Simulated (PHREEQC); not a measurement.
4.3 g of hydrous ferric oxide (600 m²/g; 0.2 weak and 0.005 strong sites per Fe, Dzombak-Morel constants, diffuse double layer) in 1 kg of water with 0.1 mol/kgw of an inert sodium salt and 0.71 mmol/kgw MnCl2 and 0.011 mmol/kgw Ag2SO4, at 25 °C; the pH is set by adding NaOH or the inert anion's acid. No oxygen is let in. CO2 from the air is kept out. Precipitation was switched off in this run.

Base run: PHREEQC, ion-association model, wateq4f.dat. Each further column changes one thing. The table gives S sorbed (%).

```json
[
 {"pH": "3", "base": "99.9", "no electrostatic term (-no_edl)": "0.9", "background salt from 0.1 to 0.01 mol/kgw": "100.0", "oxide from 4.3 to 22 g/kgw": "100.0"},
 {"pH": "3.75", "base": "99.9", "no electrostatic term (-no_edl)": "0.9", "background salt from 0.1 to 0.01 mol/kgw": "100.0", "oxide from 4.3 to 22 g/kgw": "100.0"},
 {"pH": "4.5", "base": "99.8", "no electrostatic term (-no_edl)": "0.9", "background salt from 0.1 to 0.01 mol/kgw": "100.0", "oxide from 4.3 to 22 g/kgw": "100.0"},
 {"pH": "5.25", "base": "99.3", "no electrostatic term (-no_edl)": "0.9", "background salt from 0.1 to 0.01 mol/kgw": "99.9", "oxide from 4.3 to 22 g/kgw": "99.8"},
 {"pH": "6", "base": "95.6", "no electrostatic term (-no_edl)": "0.9", "background salt from 0.1 to 0.01 mol/kgw": "99.4", "oxide from 4.3 to 22 g/kgw": "…"},
 {"pH": "6.75", "base": "71.5", "no electrostatic term (-no_edl)": "…", "background salt from 0.1 to 0.01 mol/kgw": "92.0", "oxide from 4.3 to 22 g/kgw": "92.0"},
 {"pH": "7.5", "base": "18.4", "no electrostatic term (-no_edl)": "1.4", "background salt from 0.1 to 0.01 mol/kgw": "40.4", "oxide from 4.3 to 22 g/kgw": "…"},
 {"pH": "8.25", "base": "1.4", "no electrostatic term (-no_edl)": "1.4", "background salt from 0.1 to 0.01 mol/kgw": "2.8", "oxide from 4.3 to 22 g/kgw": "4.8"},
 {"pH": "9", "base": "0.1", "no electrostatic term (-no_edl)": "0.8", "background salt from 0.1 to 0.01 mol/kgw": "0.1", "oxide from 4.3 to 22 g/kgw": "0.3"}
]
```

### Question
What belongs in the gaps?

### Answer

- 6, oxide from 4.3 to 22 g/kgw: 99.1
- 6.75, no electrostatic term (-no_edl): 1.1
- 7.5, oxide from 4.3 to 22 g/kgw: 46.1

In at least one series the solution becomes supersaturated in solids that the run did not let form, among them Cerargyrite. The oxide is taken as insoluble; below pH 4 it would dissolve.
